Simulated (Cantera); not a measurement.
An isothermal, constant-pressure homogeneous reactor starts with C2H6 : N2 = 1 : 41 (molar parts), at 1150 K and 13300 Pa.

Model: GRI-Mech 3.0 (53 species, 325 reactions), integrated in Cantera. GRI-Mech 3.0 stops at C3 and has no aromatics, soot or wall deposition, so with more carbon than oxygen in the feed, carbon stays in small species such as C2H2 where larger ones or solid carbon would form.

One state of this run: x C2H6 = 0.000788; x CH2 = 5.94e-11; x CH3 = 2.67e-6; x H = 1.24e-6; x C2H = 2.44e-11; x HCN = 1.54e-10; x H2 = 0.0244. x: mole fraction; the columns are a selection and need not sum to one.

**Question.** Which value of t (s) does it belong to?
A. 10.9
B. 0.549
C. 0.00139
D. 0.00377

**Answer.** B, 0.549
